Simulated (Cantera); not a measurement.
Charge: 1 mol trisilylamine, a varied amount of N₂, held at 700 K and 10000 Pa.

Equilibrium computed with Cantera from the NASA thermochemical tables; the gas is ideal and each condensed phase is pure. Candidate condensed phases: Si, Si₃N₄; 18 gas species. The feed counts by its element totals alone. Rates play no part.

x: gas mole fraction; n: condensed amount in mol.

```csv
n(N₂) (mol),x H₂,x N₂,x NH₃,x SiH₄,n Si(s),n Si₃N₄(s)
0.23,1.00,<1e-12,<1e-12,1.21e-8,1.91,0.365
0.44,1.00,<1e-12,<1e-12,1.21e-8,[?],[?]
0.82,1.00,<1e-12,<1e-12,1.21e-8,1.02,0.660
1.5,1.00,<1e-12,5.52e-11,4.14e-11,0,1.00
2.9,[?],[?],[?],<1e-12,0,1.00
5.4,0.535,0.464,0.000250,<1e-12,0,1.00
10,0.346,0.654,0.000154,<1e-12,0,1.00
19,0.204,0.795,7.72e-5,<1e-12,0,1.00
```

Problem. Complete the blanks.

Solution. 
- 2.9, x H₂: 0.762
- 2.9, x N₂: 0.237
- 2.9, x NH₃: 0.000304
- 0.44, n Si(s): 1.59
- 0.44, n Si₃N₄(s): 0.470
